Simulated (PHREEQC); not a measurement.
1 kg of water holding 0.017 mol NaCl, 0.01 mol NaHCO3 and 0.0085 mol KCl is evaporated at 25 °C; the solids stay in contact with the brine. CO2 from the air is kept out. Only these solids could form: Halite, Kalicinite, Nahcolite, Natron, Sylvite, Trona.

Equilibrium calculation in PHREEQC: Pitzer model, pitzer.dat.

```
water left (kg)  ionic strength  water activity  Nahcolite (mol)
---------------  --------------  --------------  ---------------
1                        0.0356           0.999                0
0.8219                   0.0434           0.999                0
0.5552                   0.0642           0.998                0
0.4563                   0.0781           0.997                0
0.375                    0.0950           0.997                0
0.3082                    0.116           0.996                0
0.2082                    0.171           0.994                0
0.1711                    0.208           0.993                0
0.1407                    0.254           0.992                0
0.09502                   0.375           0.988                0
0.07809                   0.457           0.985                0
0.06418                   0.556           0.982                0
0.05276                   0.676           0.978                0
0.03564                    1.00           0.968                0
0.0293                     1.22           0.961                0
0.02407                    1.48           0.953                0
0.01627                    2.19           0.930                0
0.01337                    2.64           0.915         0.000381
0.01099                    2.97           0.902          0.00298
0.009029                   3.39           0.886          0.00500
0.006092                   4.58           0.839          0.00767
0.00501                    5.40           0.805          0.00848
```

Nahcolite from water left = 0.01337 kg (pH 7.53).
